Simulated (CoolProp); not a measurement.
Properties of C3F8 (R218) at several states (Tc = 71.9 °C, pc = 2640 kPa, ω = 0.317).

The numbers come from the reference Helmholtz-energy equation of state, Lemmon 2006 in CoolProp. It is a short technical equation, of lower accuracy than the large ones.

```
T (°C)   p (kPa)          phase         Z  speed of sound (m/s)  Joule-Thomson coefficient (K/MPa)  expansivity (1/kK)  viscosity (µPa s)  conductivity (mW/(m K))
-------  -------  -------------  --------  --------------------  ---------------------------------  ------------------  -----------------  -----------------------
-60.65       131         liquid       ___                 643.2                                ___               2.144                666                     68.4
14.95       1780         liquid    0.1002                 345.5                            0.04878               3.733                204                     48.9
-112.95     13.9         liquid  0.001040                 908.2                            -0.4479               1.847               2450                     80.1
47.65       3670         liquid    0.2097                 247.6                             0.4906               5.426                134                     42.4
136.15      6280  supercritical    0.5762                 111.8                              4.228                 ___               38.5                     33.4
```

Task: Complete the blanks.

Result: 
- -60.65, Z: 0.008191
- -60.65, Joule-Thomson coefficient (K/MPa): -0.3458
- 136.15, expansivity (1/kK): 10.97

Viscosity comes from a separate model (Huber 2003), an estimate that may be off by 10 % or more. Thermal conductivity comes from a separate model (Huber 2003), an estimate that may be off by 10 % or more.
